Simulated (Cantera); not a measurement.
Charge: 1 mol C6H6, 0.5 mol CO2, held at 2.50 bar.

Cantera equilibrium calculation (NASA polynomials, part measured and part estimated; ideal gas, pure solids and liquids). Candidate condensed phases: C, C6H6, C7H8, C8H18, H2O; 131 gas species. Ions and electrons are included (thermal ionisation). Kinetics and transport are ignored.

Problem. What share of the C ends up in condensed phases as a function of T (K), at 3000, 3250, 3500, 3750, 4000, 4250, 4500, 4750, 5000?

Solution. 
```
T (K)  C condensed (%)           as
-----  ---------------  -----------
3000              79.1  C(graphite)
3250              73.8  C(graphite)
3500              63.6  C(graphite)
3750              32.3  C(graphite)
4000               0.0            -
4250               0.0            -
4500               0.0            -
4750               0.0            -
5000               0.0            -
```
